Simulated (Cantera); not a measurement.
Feed: 1 mol BN, 0.75 mol Cl2, 2.3 mol N2, 12 mol H2O, equilibrated at 725 °C and 1.50 Pa.

Method: chemical equilibrium by Gibbs-energy minimisation in Cantera with the NASA 1993 tables (ideal gas, pure condensed phases). Candidate condensed phases: B, BN, B2O3, B3O3H3, H2O, NH4Cl; 49 gas species. Rates play no part.

Base state: H2O 0.671, N2 0.180, HCl 0.0962, H2 0.0481, HBO2 0.00532, (HBO2)3 5.99e-5 (mole fractions); condensed: B2O3(l).

What changes in the equilibrium state with this change: temperature from 725 °C to 1052 °C?


```tsv
species	before	after
H2O	0.671	0.623
N2	0.180	0.174
HCl	0.0962	0.0933
HBO2	0.00532	0.0620
H2	0.0481	0.0468
(HBO2)3	5.99e-5	5.79e-9
OH	3.70e-9	1.78e-5
H	1.22e-7	9.13e-5
Cl	2.27e-7	0.000153
B2O3(l), mol	0.457	0
```

What changes in the equilibrium state with this change: temperature from 725 °C to 1625 °C?


```json
[
 {"species": "H2O", "before": "0.671", "after": "0.476"},
 {"species": "N2", "before": "0.180", "after": "0.157"},
 {"species": "H2", "before": "0.0481", "after": "0.100"},
 {"species": "H", "before": "1.22e-7", "after": "0.0639"},
 {"species": "O2", "before": "<1e-9", "after": "0.0248"},
 {"species": "O", "before": "<1e-9", "after": "0.0119"},
 {"species": "OH", "before": "3.70e-9", "after": "0.0249"},
 {"species": "Cl", "before": "2.27e-7", "after": "0.0274"},
 {"species": "HBO2", "before": "0.00532", "after": "0.0515"},
 {"species": "HCl", "before": "0.0962", "after": "0.0569"},
 {"species": "BO2", "before": "<1e-9", "after": "0.00326"},
 {"species": "NO", "before": "<1e-9", "after": "0.000875"},
 {"species": "BO", "before": "<1e-9", "after": "0.000425"},
 {"species": "B2O3(l), mol", "before": "0.457", "after": "0"}
]
```
The tables' values for BOCl are old estimates; treat these amounts as uncertain.
